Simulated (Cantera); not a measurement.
Mixture: 17.1 % H2, 13.1 % O2, 49.3 % N2, 20.5 % H2O, equivalence ratio 0.65, at 4.80 bar, adiabatic and at constant volume. Ignition delay is the time to a rise of 400 K.

Computed with Cantera and the H2/O2 subset of GRI-Mech 3.0, which has no nitrogen chemistry. The hydrogen kinetics of GRI-Mech 3.0 are dated; newer H2 mechanisms differ, most at raised pressure.

Task: Predict: delay at 950 K; delay at 1000 K; delay at 1050 K; delay at 1100 K; delay at 1150 K; delay at 1200 K; apparent activation energy between 1100 and 1200 K.

Result: 
```json
{
 "delay at 950 K": "63.2 ms",
 "delay at 1000 K": "19.9 ms",
 "delay at 1050 K": "6.84 ms",
 "delay at 1100 K": "2.49 ms",
 "delay at 1150 K": "0.931 ms",
 "delay at 1200 K": "0.338 ms",
 "apparent activation energy between 1100 and 1200 K": "220 kJ/mol"
}
```
